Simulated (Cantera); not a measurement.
Input (Python, Cantera):

```python
import numpy as np
import cantera as ct

gas = ct.Solution("gri30.yaml")
gas.TPX = 1675, 1200000, {'CH4': 1, 'H2': 0.5, 'O2': 0.9, 'N2': 3.38}
reactor = ct.IdealGasConstPressureReactor(gas, energy="on", clone=False)
net = ct.ReactorNet([reactor])
net.rtol, net.atol = 1e-08, 1e-16
show = ['CH4', 'H2', 'O2', 'CH2CO', 'CO', 'O']
times = np.geomspace(2e-06, 3, 11)

steps = ct.SolutionArray(gas, extra=["t"])
rows = []
print(f"{'t/s':>10s}{'T/K':>9s}{'P/Pa':>11s}" + "".join(f"{s:>11s}" for s in show))
for t in times:
    while net.time < t:
        t_next = net.step()
        steps.append(gas.state, t=t_next)
    rows.append([np.interp(t, steps.t, y) for y in (steps.T, steps.P, *steps(*show).X.T)])
    print(f"{t:10.3e}{rows[-1][0]:9.1f}{rows[-1][1]:11.4g}" + "".join(f"{x:11.3e}" for x in rows[-1][2:]))
rate = np.gradient(steps.T, steps.t)
print("integrator steps:", len(steps.t))
if steps.T.max() > steps.T[0] + 200:
    print(f"time of steepest temperature rise: {steps.t[rate.argmax()]:.4e} s")
gas.TPX = 1675, 1200000, {'CH4': 1, 'H2': 0.5, 'O2': 0.9, 'N2': 3.38}
gas.equilibrate("HP")
print(f"equilibrium (HP): T = {gas.T:.1f} K  " + "  ".join(f"{s} {gas[s].X[0]:.3e}" for s in show))
```

Result:

```
       t/s      T/K       P/Pa        CH4         H2         O2      CH2CO         CO          O
 2.000e-06   1674.9    1.2e+06  1.727e-01  8.645e-02  1.556e-01  5.483e-10  9.794e-07  9.644e-07
 8.292e-06   1706.5    1.2e+06  1.653e-01  8.527e-02  1.507e-01  1.260e-05  8.371e-04  6.147e-06
 3.438e-05   2556.3    1.2e+06  2.904e-03  2.146e-01  1.482e-06  4.660e-05  1.096e-01  5.752e-06
 1.425e-04   2530.4    1.2e+06  2.605e-04  2.521e-01  6.929e-07  1.163e-06  1.349e-01  3.970e-06
 5.908e-04   2528.4    1.2e+06  9.937e-09  2.538e-01  6.894e-07  1.332e-11  1.359e-01  4.012e-06
 2.449e-03   2529.1    1.2e+06  8.571e-09  2.537e-01  6.948e-07  1.132e-11  1.359e-01  4.041e-06
 1.016e-02   2529.2    1.2e+06  8.495e-09  2.537e-01  6.956e-07  1.121e-11  1.359e-01  4.045e-06
 4.210e-02   2529.2    1.2e+06  8.494e-09  2.537e-01  6.956e-07  1.121e-11  1.359e-01  4.045e-06
 1.745e-01   2529.2    1.2e+06  8.494e-09  2.537e-01  6.956e-07  1.121e-11  1.359e-01  4.045e-06
 7.236e-01   2529.2    1.2e+06  8.494e-09  2.537e-01  6.956e-07  1.121e-11  1.359e-01  4.045e-06
 3.000e+00   2529.2    1.2e+06  8.494e-09  2.537e-01  6.956e-07  1.121e-11  1.359e-01  4.045e-06
integrator steps: 1799
time of steepest temperature rise: 1.9322e-05 s
equilibrium (HP): T = 2529.2 K  CH4 9.586e-09  H2 2.537e-01  O2 6.956e-07  CH2CO 1.259e-11  CO 1.359e-01  O 4.045e-06
```

Detailed kinetics in Cantera: GRI-Mech 3.0 (53 species, 325 reactions). The pressure lies above the range GRI-Mech 3.0 was tuned for (to about 10 atm).
